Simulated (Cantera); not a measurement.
## Transport properties of process gases

Gas mixture: C₃H₈ : NH₃ : C₂H₂ : CH₄ = 0.55 : 0.37 : 0.71 : 0.27 (molar parts), at 2.86 atm, frozen composition.

Cantera's kinetic-theory transport with the Lennard-Jones parameters of GRI-Mech 3.0, ideal gas; thermal conductivity in the multicomponent form. Polar gases are described roughly by these parameters. The composition is frozen, though it would react at the higher temperatures.

```tsv
T (K)	ρ (kg/m³)	cp (J/kg/K)	μ (µPa s)	λ (mW/m/K)	Pr	D (cm²/s) CH₄	D (cm²/s) C₂H₂	D (cm²/s) N₂
400	2.45	2111	12.7	36.6	0.733	0.0966	0.0730	0.0940
600	1.63	2680	18.0	64.7	0.746	0.201	0.154	0.192
800	1.22	3119	22.6	93.7	0.751	0.331	0.257	0.315
1000	0.980	3467	26.7	123	0.753	0.486	0.379	0.461
1200	0.816	3726	30.4	151	0.753	0.663	0.518	0.626
1400	0.700	3942	33.9	178	0.752	0.860	0.674	0.811
```
D: mixture-averaged diffusion coefficient of that species in the mixture.
